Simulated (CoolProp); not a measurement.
n-perfluorohexane at several states: density (kg/m³) from the reference equation and from simpler models built on Tc = 448.0 K, pc = 17.42 bar, ω = 0.497; each cubic takes its own stable root.

The numbers come from the reference Helmholtz-energy equation of state, Gao 2022 in CoolProp.

```csv
T (K),p (bar),phase,reference,van der Waals,Redlich-Kwong,Soave-Redlich-Kwong,Peng-Robinson
355.7,0.4,gas,4.657,4.627,4.642,4.655,4.660
233.2,4.53,liquid,1859,1028,1522,1596,1793
345.1,57.7,liquid,1570,948.6,1314,1384,1557
350.3,37.4,liquid,1541,912.2,1266,1345,1518
```
